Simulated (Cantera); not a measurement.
Feed: 1 mol BN, 4.2 mol HCl, 16 mol H2, held at 1925 K and 0.180 bar.

Method: chemical equilibrium by Gibbs-energy minimisation in Cantera with the NASA 1993 tables (ideal gas, pure condensed phases). Candidate condensed phases: B, BN, NH4Cl; 21 gas species. The tables' values for BCl, BCl2, BH2 are old estimates; treat these amounts as uncertain. Gases not in the tables: BHCl2. Rates play no part.

**Question.** What is the equilibrium state?

**Answer.** 
| Item | Result |
|---|---|
| x(H2) | 0.791 |
| x(HCl) | 0.201 |
| x(BCl) | 0.00235 |
| x(H) | 0.00200 |
| x(N2) | 0.00185 |
| x(BCl3) | 0.000686 |
| x(BCl2) | 0.000589 |
| x(Cl) | 0.000383 |
| x(BH2) | 7.85e-5 |
| n(BN(s)) | 0.925 mol |
| gas amount | 20.28 mol |
| log10 activity of B(s) (absent) | -0.48 |
